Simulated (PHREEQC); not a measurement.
Dissolve 0.026 mol/kgw NaHSO4 and 0.25 mol/kgw KOH at 20 °C. Closed to the air; pH follows from the charge balance.

The numbers come from PHREEQC with the Pitzer model, pitzer.dat.

```csv
quantity,before,after
pH,13.39,1.88
ionic strength (mol/kgw),0.302,0.0596
SI of Mirabilite (Na2SO4:10H2O),-4.41,-4.07
SI of Thenardite (Na2SO4),-5.56,-5.25
```

Q: What was changed between the two runs?
A) temperature from 20 to 75 °C
B) KOH left out
C) KOH from 0.25 to 0.125 mol/kgw
D) NaHSO4 from 0.026 to 0.039 mol/kgw
E) NaHSO4 from 0.026 to 0.0052 mol/kgw

A: B, KOH left out

No solid was allowed to form.
